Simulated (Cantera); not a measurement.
An isothermal, constant-pressure homogeneous reactor starts with CH₄ : N₂ : H₂O = 1 : 12 : 0.29 (molar parts), at 1875 K and 22000 Pa.

Cantera simulation using GRI-Mech 3.0 (53 species, 325 reactions); the numbers are that mechanism's predictions, not measurements. GRI-Mech 3.0 stops at C3 and has no aromatics, soot or wall deposition, so with more carbon than oxygen in the feed, carbon stays in small species such as C2H2 where larger ones or solid carbon would form.

One state of this run: x CH₄ = 0.0528; x HCN = 2.97e-7; x H₂ = 0.0245; x C₂H₆ = 9.90e-5; x C₂H = 2.06e-7; x C₂H₂ = 0.00465; x C₂H₄ = 0.00442. x: mole fraction; the columns are a selection and need not sum to one.

Task: Which value of t (s) does it belong to?
A. 1.12e-5
B. 0.0532
C. 0.00141
D. 0.000422

Result: C, 0.00141
